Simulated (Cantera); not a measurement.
An isothermal, constant-pressure homogeneous reactor starts with C₂H₆ : N₂ = 1 : 150 (molar parts), at 1850 K and 4.58 Torr. Integrator tolerance rtol = 1e-08.

Cantera simulation using GRI-Mech 3.0 (53 species, 325 reactions); the numbers are that mechanism's predictions, not measurements. GRI-Mech 3.0 stops at C3 and has no aromatics, soot or wall deposition, so with more carbon than oxygen in the feed, carbon stays in small species such as C2H2 where larger ones or solid carbon would form. Radical loss at walls, strong at low pressure, is not modelled.

Task: What does this change do: 0.21 parts H2O added?

Result: 
```csv
quantity,before,after
x(C₂H₆) at 30.0 s,<1e-12 (gas-phase equilibrium <1e-12),<1e-12 (gas-phase equilibrium <1e-12)
x(C₂H₂) at 30.0 s,0.00643 (gas-phase equilibrium 0.000385),0.00557 (gas-phase equilibrium 0.000311)
x(CH₃) at 30.0 s,2.28e-8 (gas-phase equilibrium 8.51e-9),1.37e-6 (gas-phase equilibrium 8.85e-9)
x(H) at 30.0 s,0.000519 (gas-phase equilibrium 0.000782),0.000422 (gas-phase equilibrium 0.000841)
x(CH₄) at 30.0 s,2.81e-8 (gas-phase equilibrium 6.88e-9),2.40e-6 (gas-phase equilibrium 7.69e-9)
x(H₂) at 30.0 s,0.0128 (gas-phase equilibrium 0.0127),0.0149 (gas-phase equilibrium 0.0147)
x(C₂H) at 30.0 s,2.80e-6 (gas-phase equilibrium 2.56e-7),1.70e-6 (gas-phase equilibrium 1.92e-7)
```

Task: What does this change do: temperature 1850 to 1525 K?

Result: 
```
quantity                                              before                                     after
-----------------  -----------------------------------------  ----------------------------------------
x(C₂H₆) at 30.0 s      <1e-12 (gas-phase equilibrium <1e-12)    7.00e-9 (gas-phase equilibrium <1e-12)
x(C₂H₂) at 30.0 s   0.00643 (gas-phase equilibrium 0.000385)  0.00640 (gas-phase equilibrium 0.000572)
x(CH₃) at 30.0 s     2.28e-8 (gas-phase equilibrium 8.51e-9)   9.49e-6 (gas-phase equilibrium 7.64e-9)
x(H) at 30.0 s     0.000519 (gas-phase equilibrium 0.000782)   2.40e-5 (gas-phase equilibrium 3.48e-5)
x(CH₄) at 30.0 s     2.81e-8 (gas-phase equilibrium 6.88e-9)  0.000248 (gas-phase equilibrium 1.41e-7)
x(H₂) at 30.0 s        0.0128 (gas-phase equilibrium 0.0127)     0.0127 (gas-phase equilibrium 0.0131)
x(C₂H) at 30.0 s     2.80e-6 (gas-phase equilibrium 2.56e-7)   2.66e-8 (gas-phase equilibrium 3.34e-9)
```
